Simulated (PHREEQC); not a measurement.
A column of 0.5 m (30 cells, dispersivity 0.025 m, 60 s a shift, diffusion coefficient 3e-10 m²/s) holds 0.047 eq of the database's cation exchanger X per kg of pore water, first in equilibrium with 0.035 mol Na2SO4 and 1e-05 mol HCl per kg of water. It is flushed with 0.0022 mol LiCl, 0.014 mol MgCl2 and 1e-05 mol HCl per kg of water, at 40 °C. Values are for the last cell. The system is closed to CO2. Precipitation was switched off in this run.

Base run: PHREEQC, ion-association model, phreeqc.dat. Each further column changes one thing. The table gives Na in solution (mol/kgw).

```csv
pore volumes,base,exchange capacity from 0.047 to 0.024 eq/kgw,dispersivity from 0.025 to 0.05 m
0,0.0700,0.0700,0.0700
0.6167,0.0668,0.0668,?
1.017,0.0467,?,?
1.617,0.0310,?,0.0324
2.217,0.0272,0.00183,0.0279
2.817,0.00383,0.000121,0.00589
3.217,0.000560,2.01e-5,0.00197
3.817,3.96e-5,1.35e-6,0.000429
4.417,3.09e-6,?,9.83e-5
5.017,2.52e-7,6.01e-9,?
5.417,4.81e-8,9.88e-10,8.79e-6
6.017,4.05e-9,6.57e-11,2.08e-6
```

Q: Some entries are withheld; supply them.

A: 
- 0.6167, dispersivity from 0.025 to 0.05 m: 0.0630
- 1.017, exchange capacity from 0.047 to 0.024 eq/kgw: 0.0463
- 1.017, dispersivity from 0.025 to 0.05 m: 0.0459
- 1.617, exchange capacity from 0.047 to 0.024 eq/kgw: 0.0291
- 4.417, exchange capacity from 0.047 to 0.024 eq/kgw: 9.01e-8
- 5.017, dispersivity from 0.025 to 0.05 m: 2.30e-5

Away from 25 °C the constants follow the database's enthalpies or fits; those with neither stay at their 25 °C values.
